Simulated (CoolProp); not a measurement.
Ethanol along the isobar 9060 kPa: fugacity coefficient from the reference equation and from simpler models built on Tc = 514.7 K, pc = 6268 kPa, ω = 0.644; each cubic takes its own stable root.

Values from CoolProp's reference Helmholtz-energy equation of state, Schroeder 2014.

```csv
T (K),phase,reference
195.6,liquid,8.685e-8
206.5,liquid,3.871e-7
217.5,liquid,1.484e-6
228.5,liquid,4.946e-6
239.4,liquid,1.447e-5
250.4,liquid,3.853e-5
261.4,liquid,9.366e-5
272.3,liquid,0.0002087
283.3,liquid,0.0004364
294.3,liquid,0.0008573
305.2,liquid,0.001584
316.2,liquid,0.002798
327.2,liquid,0.004726
```

Q: How far does each simpler model (van der Waals, Redlich-Kwong, Soave-Redlich-Kwong, Peng-Robinson) lie from the reference over these 13 states: mean and median of the absolute difference, and the worst?

A: 
- van der Waals: mean 556117.7 %, median 33179.9 %, worst +4524943.2 % at 195.6 K and 9060 kPa
- Redlich-Kwong: mean 5568.7 %, median 2648.2 %, worst +22341.0 % at 195.6 K and 9060 kPa
- Soave-Redlich-Kwong: mean 25.1 %, median 19.9 %, worst -65.6 % at 195.6 K and 9060 kPa
- Peng-Robinson: mean 14.1 %, median 5.7 %, worst -45.0 % at 195.6 K and 9060 kPa
